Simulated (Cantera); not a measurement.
An isothermal, constant-pressure homogeneous reactor starts with 9.09 % H2, 90.9 % O2, equivalence ratio 0.050, at 1275 K and 20.0 Torr.

Model: GRI-Mech 3.0 (53 species, 325 reactions), integrated in Cantera. Radical loss at walls, strong at low pressure, is not modelled. The temperature is held fixed by assumption; the heat of reaction is taken as removed at once.

One state of this run: x H2 = 2.73e-7; x O2 = 0.905; x OH = 7.70e-5; x H = 1.88e-8; x O = 5.22e-6. x: mole fraction; the columns are a selection and need not sum to one.

Task: Which value of t (s) does it belong to?
A) 0.000122
B) 0.0292
C) 0.115
D) 1.78

Result: D, 1.78
